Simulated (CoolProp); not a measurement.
Vapour-liquid equilibrium of carbon dioxide (1) + hydrogen sulfide (2) at 275.3 K; x and y are mole fractions of (1).

The numbers come from the multi-fluid Helmholtz-energy mixture model, Span 1996 and Lemmon 2006; pair parameters Kunz 2012 in CoolProp.

```csv
x,bubble pressure (bar),y at the bubble point,dew pressure at overall composition x (bar),liquid density (mol/L)
0.05,13.82,…,11.54,24.28
0.2,20.58,0.510,13.54,23.85
0.35,25.22,0.632,16.29,23.02
0.5,28.62,0.711,20.26,22.01
0.65,31.47,0.781,…,21.07
0.8,34.06,0.861,32.15,20.46
0.95,36.28,…,36.09,…
```

Task: What belongs in the gaps?

Result: 
- 0.05, y at the bubble point: 0.218
- 0.65, dew pressure at overall composition x (bar): 25.97
- 0.95, y at the bubble point: 0.961
- 0.95, liquid density (mol/L): 20.53

No azeotrope shows between x = 0.05 and 0.95.

The pair parameters rest on a limited set of measurements; away from them the model extrapolates.
